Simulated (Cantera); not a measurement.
Input: 1 mol CuO, 0.52 mol H₂, at 21.8 Torr.

Equilibrium computed with Cantera from the NASA thermochemical tables; the gas is ideal and each condensed phase is pure. Candidate condensed phases: Cu, CuO, Cu(OH)₂, Cu₂O, H₂O; 12 gas species. Each liquid is taken as pure. Mutual solubility and eutectic melting of coexisting phases are not modelled. Equilibrium is a limit: real reactors are often held back by kinetics, nucleation or transport. All values below are at 1575 K.

Base state: H₂O 0.988, O₂ 0.0100, Cu 0.000943, OH 0.000518, H₂ 0.000285 (mole fractions); condensed: Cu(l) + Cu₂O(l).

Question: What changes in the equilibrium state with this change: pressure from 21.8 Torr to 7.50 Torr?

Answer: 
```csv
species,before,after
H₂O,0.988,0.967
O₂,0.0100,0.0290
Cu,0.000943,0.00273
O,6.29e-6,1.82e-5
OH,0.000518,0.000873
H₂,0.000285,0.000279
"Cu(l), mol",0.0605,0.101
"Cu₂O(l), mol",0.469,0.449
```

Question: What changes in the equilibrium state with this change: pressure from 21.8 Torr to 1.05 Torr?

Answer: 
```json
[
 {"species": "H₂O", "before": "0.988", "after": "0.771"},
 {"species": "O₂", "before": "0.0100", "after": "0.207"},
 {"species": "Cu", "before": "0.000943", "after": "0.0195"},
 {"species": "O", "before": "6.29e-6", "after": "0.000130"},
 {"species": "Cu₂", "before": "5.85e-7", "after": "1.21e-5"},
 {"species": "CuO", "before": "2.87e-6", "after": "5.95e-5"},
 {"species": "H", "before": "4.12e-6", "after": "1.66e-5"},
 {"species": "OH", "before": "0.000518", "after": "0.00208"},
 {"species": "Cu(l), mol", "before": "0.0605", "after": "0.586"},
 {"species": "Cu₂O(l), mol", "before": "0.469", "after": "0.200"}
]
```
